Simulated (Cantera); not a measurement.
A Cantera script and its output.

```python
import numpy as np
import cantera as ct

gas = ct.Solution("gri30.yaml")
gas.TPX = 2600, 4500, {'CH4': 0.037, 'H2': 1, 'O2': 0.0015}
reactor = ct.IdealGasConstPressureReactor(gas, energy="off", clone=False)
net = ct.ReactorNet([reactor])
net.rtol, net.atol = 1e-08, 1e-18
show = ['CH4', 'H2', 'O2', 'C2H4', 'HO2', 'O']
times = np.geomspace(1e-05, 5, 12)

steps = ct.SolutionArray(gas, extra=["t"])
rows = []
print(f"{'t/s':>10s}{'T/K':>9s}{'P/Pa':>11s}" + "".join(f"{s:>11s}" for s in show))
for t in times:
    while net.time < t:
        t_next = net.step()
        steps.append(gas.state, t=t_next)
    rows.append([np.interp(t, steps.t, y) for y in (steps.T, steps.P, *steps(*show).X.T)])
    print(f"{t:10.3e}{rows[-1][0]:9.1f}{rows[-1][1]:11.4g}" + "".join(f"{x:11.3e}" for x in rows[-1][2:]))
rate = np.gradient(steps.T, steps.t)
print("integrator steps:", len(steps.t))
if steps.T.max() > steps.T[0] + 200:
    print(f"time of steepest temperature rise: {steps.t[rate.argmax()]:.4e} s")
gas.TPX = 2600, 4500, {'CH4': 0.037, 'H2': 1, 'O2': 0.0015}
gas.equilibrate("TP")
print(f"equilibrium (TP): T = {gas.T:.1f} K  " + "  ".join(f"{s} {gas[s].X[0]:.3e}" for s in show))
```

It prints:

```
       t/s      T/K       P/Pa        CH4         H2         O2       C2H4        HO2          O
 1.000e-05   2600.0       4500  3.444e-02  9.613e-01  1.424e-03  6.635e-07  3.250e-06  6.088e-07
 3.297e-05   2600.0       4500  3.198e-02  9.573e-01  1.286e-03  2.181e-05  2.225e-06  1.912e-06
 1.087e-04   2600.0       4500  2.469e-02  9.458e-01  4.622e-04  2.099e-04  3.933e-07  2.315e-06
 3.583e-04   2600.0       4500  9.828e-03  9.382e-01  1.984e-07  1.239e-04  1.083e-10  4.611e-07
 1.181e-03   2600.0       4500  1.435e-03  9.331e-01  6.857e-10  7.869e-06  9.552e-13  7.338e-07
 3.894e-03   2600.0       4500  2.558e-04  9.202e-01  3.913e-10  1.756e-06  4.220e-13  7.296e-07
 1.284e-02   2600.0       4500  4.495e-05  8.952e-01  1.617e-12  8.319e-07  1.230e-15  6.785e-08
 4.233e-02   2600.0       4500  6.771e-06  8.508e-01  1.483e-20  4.060e-07  6.976e-24  1.053e-11
 1.395e-01   2600.0       4500  4.054e-06  8.198e-01  8.969e-21  2.750e-07  3.336e-24  1.033e-11
 4.600e-01   2600.0       4500  3.946e-06  8.181e-01  8.745e-21  2.694e-07  3.213e-24  1.032e-11
 1.517e+00   2600.0       4500  3.946e-06  8.181e-01  8.745e-21  2.694e-07  3.213e-24  1.032e-11
 5.000e+00   2600.0       4500  3.946e-06  8.181e-01  8.745e-21  2.694e-07  3.213e-24  1.032e-11
integrator steps: 1675
equilibrium (TP): T = 2600.0 K  CH4 3.993e-06  H2 8.181e-01  O2 8.958e-21  C2H4 2.694e-07  HO2 3.291e-24  O 1.045e-11
```

Model: GRI-Mech 3.0 (53 species, 325 reactions), integrated in Cantera. GRI-Mech 3.0 stops at C3 and has no aromatics, soot or wall deposition, so with more carbon than oxygen in the feed, carbon stays in small species such as C2H2 where larger ones or solid carbon would form. Radical loss at walls, strong at low pressure, is not modelled.
